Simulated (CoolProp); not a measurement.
A simple Rankine cycle with R142b: condensing at 325.15 K, boiler at 2.96 MPa, turbine inlet 407.4 K, turbine efficiency 0.85, pump efficiency 0.8, no recuperator. Each further row changes one setting.

Computed with CoolProp (reference Helmholtz-energy equation of state, Lemmon 2006). It is a short technical equation, of lower accuracy than the large ones.

```csv
case,thermal efficiency (%),net work (kJ/kg),heat in (kJ/kg),turbine exit temperature (K),volume ratio over the turbine
as stated,11.4,26.2,230,346.5,4.68
turbine inlet 427.4 K,11.6,29.9,259,(withheld),4.41
condensing temperature 317.15 K,12.6,30.5,(withheld),339.6,5.77
boiler pressure 2.07 MPa,9.2,22.7,248,367.1,2.98
turbine efficiency 0.75,9.9,(withheld),230,349.8,(withheld)
```

Some entries are withheld; supply them.


- turbine inlet 427.4 K, turbine exit temperature (K): 370.5
- condensing temperature 317.15 K, heat in (kJ/kg): 241
- turbine efficiency 0.75, net work (kJ/kg): 22.8
- turbine efficiency 0.75, volume ratio over the turbine: 4.75
